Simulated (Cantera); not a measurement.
What does this Cantera script print?

```python
import numpy as np
import cantera as ct

gas_names = [...]  # 58 gases of nasa_gas.yaml made of F, H, N, O, Si
cond_names = """
    H2O(s) H2O(L) Si(cr) Si(L) SiO2(Lqz) SiO2(hqz) SiO2(L) Si2N2O(s) Si3N4(a)
""".split()


# ... load() reads the species with a 1 bar reference pressure and builds the phases ...
atoms = {
    'SiF4': {'Si': 1, 'F': 4},
    'N2O': {'N': 2, 'O': 1},
    'H2': {'H': 2},
}
top_T = {'Si2N2O(s)': 2100, 'Si3N4(a)': 2400}  # K; cautious upper limits of use, not melting points


# ... equilibrate(T, P, feed) seeds the gas with the atoms and calls Mixture.equilibrate('TP', solver="vcs", rtol=1e-11, max_steps=5000) ...
results = []
feed = {'SiF4': 1, 'N2O': 0.48, 'H2': 4.9}  # mol
T = 1975  # K
P = 100000  # Pa
mix = equilibrate(T, P, feed)
results.append((T, P, feed, dict(zip(mix.species_names, mix.species_moles))))
x = sorted(zip(gas.X, gas.species_names), reverse=True)
print(f"T = {T:g} K  P = {P:g} Pa  gas = {mix.phase_moles(0):.4g} mol")
print("   x: " + "  ".join(f"{s} {v:.3e}" for v, s in x if v > 0.001))
print("   condensed (mol): " + ("  ".join(f"{mix.phase(i).name} {mix.phase_moles(i):.4g}"
      for i in range(1, mix.n_phases) if mix.phase_moles(i) > 1e-12) or "none"))
```

It prints:

```
T = 1975 K  P = 100000 Pa  gas = 6.714 mol
   x: H2 6.408e-01  HF 1.610e-01  SiF4 9.306e-02  N2 7.149e-02  SiF3 1.776e-02  H2O 6.749e-03  SiO 4.604e-03  SiHF3 2.401e-03  H 1.095e-03  SiF2 1.024e-03
   condensed (mol): SiO2(L) 0.2019
```

These are equilibrium values from Cantera (NASA tables, ideal gas, pure condensed phases), not measurements of a reactor. The tables' values for SiF3, SiF2 are old estimates; treat these amounts as uncertain. The tables hold silica as quartz up to 1696 K and as liquid above; real silica turns to tridymite and cristobalite and melts near 1996 K.
